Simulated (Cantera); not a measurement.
A diamond (100) surface in a fixed gas of H2 with x(CH4) = 0.006, x(CH3) = 3.4e-05, at 1225 K, 29000 Pa; coverages are run to steady state.

Detailed kinetics in Cantera: the Harris–Goodwin 1993 mechanism for the reconstructed diamond (100) surface.

θ: site fractions in the mechanism's names (c6HH fully hydrogenated, c6H* and c6*H radical sites, c6** diradical, c6HM methylated).

```json
[
 {"x(H)": "0.0001", "growth (µm/h)": "0.247", "θ c6HH": "0.626", "θ c6H*": "0.0278", "θ c6*H": "0.339", "θ c6**": "0.00485", "θ c6HM": "0.00101"},
 {"x(H)": "0.00025", "growth (µm/h)": "0.736", "θ c6HH": "0.526", "θ c6H*": "0.0348", "θ c6*H": "0.424", "θ c6**": "0.0116", "θ c6HM": "0.00136"},
 {"x(H)": "0.00061", "growth (µm/h)": "?", "θ c6HH": "0.470", "θ c6H*": "0.0385", "θ c6*H": "0.469", "θ c6**": "?", "θ c6HM": "0.00154"},
 {"x(H)": "0.0015", "growth (µm/h)": "3.53", "θ c6HH": "0.441", "θ c6H*": "0.0401", "θ c6*H": "0.489", "θ c6**": "0.0272", "θ c6HM": "0.00144"},
 {"x(H)": "0.0038", "growth (µm/h)": "6.09", "θ c6HH": "0.428", "θ c6H*": "0.0410", "θ c6*H": "0.497", "θ c6**": "0.0316", "θ c6HM": "0.00106"},
 {"x(H)": "0.0094", "growth (µm/h)": "?", "θ c6HH": "0.423", "θ c6H*": "0.0416", "θ c6*H": "0.500", "θ c6**": "0.0338", "θ c6HM": "?"},
 {"x(H)": "0.023", "growth (µm/h)": "10.2", "θ c6HH": "0.421", "θ c6H*": "0.0426", "θ c6*H": "0.501", "θ c6**": "0.0349", "θ c6HM": "0.000308"},
 {"x(H)": "0.057", "growth (µm/h)": "11.2", "θ c6HH": "0.420", "θ c6H*": "0.0447", "θ c6*H": "0.499", "θ c6**": "0.0358", "θ c6HM": "0.000137"},
 {"x(H)": "0.14", "growth (µm/h)": "11.9", "θ c6HH": "0.419", "θ c6H*": "0.0495", "θ c6*H": "0.494", "θ c6**": "0.0373", "θ c6HM": "5.97e-5"}
]
```

Question: Complete the blanks.

Answer: 
- 0.00061, growth (µm/h): 1.74
- 0.00061, θ c6**: 0.0200
- 0.0094, growth (µm/h): 8.51
- 0.0094, θ c6HM: 0.000621
